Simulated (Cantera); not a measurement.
Input: 1 mol SiH₄, 18 mol N₂, 3.2 mol H₂, equilibrated at 61.0 mbar.

These are equilibrium values from Cantera (NASA tables, ideal gas, pure condensed phases), not measurements of a reactor. Candidate condensed phases: Si, Si₃N₄; 18 gas species. N₂ is the only nitrogen source here; it is nearly inert below about 1500 K, so the nitride shown seldom forms there in practice. Gases not in the tables: Si₂H₆ and higher silanes. Kinetics and transport are ignored.

Task: Which condensed phases are stable at each of these points (T (K)): 800, 900, 1000, 1100, 1200, 1300, 1400, 1500, 1600, 1700, 1800, 1900, 2000?

Result: 
```csv
T (K),condensed phases,Si condensed (%)
800,Si₃N₄(s),100.0
900,Si₃N₄(s),100.0
1000,Si₃N₄(s),100.0
1100,Si₃N₄(s),100.0
1200,Si₃N₄(s),100.0
1300,Si₃N₄(s),100.0
1400,Si₃N₄(s),100.0
1500,Si₃N₄(s),100.0
1600,Si₃N₄(s),100.0
1700,Si₃N₄(s),100.0
1800,Si₃N₄(s),99.9
1900,Si₃N₄(s),99.4
2000,Si(l),97.8
```

From 800 K to 1900 K the condensed part is Si₃N₄(s). At 2000 K the condensed part is Si(l).
